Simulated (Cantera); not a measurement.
Feed: 1 mol Si, 1.9 mol HCl, 0.85 mol H2, held at 1548 K and 2.40 Pa.

Cantera equilibrium calculation (NASA polynomials, part measured and part estimated; ideal gas, pure solids and liquids). Candidate condensed phases: Si; 19 gas species. The tables' values for SiCl, SiCl3 are old estimates; treat these amounts as uncertain. The numbers say what is thermodynamically allowed, not how fast it happens.

Base state: H2 0.549, SiCl2 0.242, HCl 0.200, H 0.00466, Cl 0.00135, Si 0.00132, SiCl 0.000859, SiCl3 0.000590 (mole fractions); condensed: Si(s).

What changes in the equilibrium state with this change: temperature from 1548 K to 523 K?


| species | before | after |
|---|---|---|
| H2 | 0.549 | 0.789 |
| SiCl4 | 4.03e-6 | 0.203 |
| SiHCl3 | 1.35e-6 | 0.00769 |
| SiCl2 | 0.242 | 1.72e-9 |
| HCl | 0.200 | 7.08e-5 |
| H | 0.00466 | <1e-9 |
| Cl | 0.00135 | <1e-9 |
| Si | 0.00132 | <1e-9 |
| Si(s), mol | 0.324 | 0.521 |
